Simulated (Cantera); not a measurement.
An isothermal plug-flow reactor at 1098 K and 3750 Torr (inlet), inlet velocity 0.94 m/s, active area per volume 130 1/m; feed CH4 : O2 : N2 : H2O = 0.0028 : 0.19 : 0.79 : 0.09 (molar parts), equivalence ratio 0.029.

Cantera simulation using Deutschmann's 1995 Pt surface mechanism with GRI-Mech 3.0 gas chemistry; the numbers are that mechanism's predictions, not measurements. Catalytic surfaces can have several steady states; this one follows from the mechanism file's or the stated starting coverage. Mass transfer to the wall is taken as infinitely fast.

Q: Predict: x(CH4) at z = 0.01 m; x(O2) at z = 0.01 m; x(H2O) at z = 0.01 m; x(CO2) at z = 0.01 m; x(CO) at z = 0.01 m; θ(free Pt) at the exit; θ(O*) at the exit; θ(OH*) at the exit.

A: 
```json
{
 "x(CH4) at z = 0.01 m": "0.00205",
 "x(O2) at z = 0.01 m": "0.176",
 "x(H2O) at z = 0.01 m": "0.0848",
 "x(CO2) at z = 0.01 m": "0.000330",
 "x(CO) at z = 0.01 m": "3.61e-5",
 "θ(free Pt) at the exit": "0.179",
 "θ(O*) at the exit": "0.813",
 "θ(OH*) at the exit": "0.00816"
}
```
